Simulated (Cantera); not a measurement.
What does this Cantera script print?

```python
import numpy as np
import cantera as ct

gas_names = """
    N NO NO2 NO3 N2 N2O O O2 O3 Si SiN SiO SiO2 Si2 Si2N Si3
""".split()
cond_names = """
    Si(cr) Si(L) SiO2(Lqz) SiO2(hqz) SiO2(L) Si2N2O(s) Si3N4(a)
""".split()


# ... load() reads the species with a 1 bar reference pressure and builds the phases ...
atoms = {
    'Si': {'Si': 1},
    'N2O': {'N': 2, 'O': 1},
    'N2': {'N': 2},
}
top_T = {'Si2N2O(s)': 2100, 'Si3N4(a)': 2400}  # K; cautious upper limits of use, not melting points


# ... equilibrate(T, P, feed) seeds the gas with the atoms and calls Mixture.equilibrate('TP', solver="vcs", rtol=1e-11, max_steps=5000) ...
results = []
feed = {'Si': 1, 'N2O': 0.15, 'N2': 2.9}  # mol
T = 948.15  # K
P = 47  # Pa
mix = equilibrate(T, P, feed)
results.append((T, P, feed, dict(zip(mix.species_names, mix.species_moles))))
print(gas.report(threshold=0.0001))
for i in range(1, mix.n_phases):
    print(f"{mix.phase(i).name:16s} {mix.phase_moles(i):12.5e} mol")
```

It prints:

```
       temperature   948.15 K
          pressure   47 Pa
           density   0.00016702 kg/m^3
  mean mol. weight   28.014 kg/kmol
   phase of matter   gas

                          1 kg             1 kmol
                     ---------------   ---------------
          enthalpy        7.0595e+05        1.9777e+07  J
   internal energy        4.2455e+05        1.1893e+07  J
           entropy             10357        2.9015e+05  J/K
    Gibbs function       -9.1145e+06       -2.5533e+08  J
 heat capacity c_p            1157.1             32416  J/K
 heat capacity c_v            860.35             24102  J/K

                      mass frac. Y      mole frac. X     chem. pot. / RT
                     ---------------   ---------------   ---------------
                N2                 1                 1           -32.389
     [  +15 minor]        2.0166e-15        1.2815e-15

Si(cr)            0.00000e+00 mol
SiO2(hqz)         0.00000e+00 mol
Si2N2O(s)         1.50000e-01 mol
Si3N4(a)          2.33333e-01 mol
```

Method: chemical equilibrium by Gibbs-energy minimisation in Cantera with the NASA 1993 tables (ideal gas, pure condensed phases).
